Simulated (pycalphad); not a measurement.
An equivalent pycalphad script:

```python
from pycalphad import Database, equilibrium, calculate, variables as v
import numpy as np
db = Database('COST507.tdb')
comps = ['SN', 'SI', 'VA']
phases = ['BCT_A5', 'DIAMOND_A4', 'LIQUID']
eq = equilibrium(db, comps, phases, {v.X('SI'): 0.419, v.T: np.arange(2350, 499, -75), v.P: 101325, v.N: 1}, output=['HM', 'SM'])
```

Computed with pycalphad from the COST 507 light-alloy database (1999), at 1 atm. These are 1990s assessments: newer ones move some temperatures and phases. Phase fractions are per mole of atoms.

Results at three of the temperatures:

```
T = 1450.00 K, P = 101325 Pa, N = 1 mol of atoms
G = -92999 J/mol, H = 40645 J/mol, S = 92.17 J/(mol K)  (SER reference)
chemical potentials (J/mol): Sn -121074, Si -54069
phase             fraction      x(Sn)      x(Si)
LIQUID              0.6515     0.8918     0.1082
DIAMOND_A4          0.3485   3.04e-07     1.0000
```

```
T = 1150.00 K, P = 101325 Pa, N = 1 mol of atoms
G = -66968 J/mol, H = 27607 J/mol, S = 82.24 J/(mol K)  (SER reference)
chemical potentials (J/mol): Sn -88028, Si -37765
phase             fraction      x(Sn)      x(Si)
LIQUID              0.5884     0.9874     0.0126
DIAMOND_A4          0.4116   4.06e-07     1.0000
```

```
T = 1075.00 K, P = 101325 Pa, N = 1 mol of atoms
G = -60879 J/mol, H = 25265 J/mol, S = 80.13 J/(mol K)  (SER reference)
chemical potentials (J/mol): Sn -80260, Si -34004
phase             fraction      x(Sn)      x(Si)
LIQUID              0.5850     0.9931     0.0069
DIAMOND_A4          0.4150   4.24e-07     1.0000
```

Changes of the phase set, refined by bisection:

| T (K) | phases above | phases below |
|---|---|---|
| 1598.2 | LIQUID | DIAMOND_A4 + LIQUID |

DIAMOND_A4 is diamond (Si).
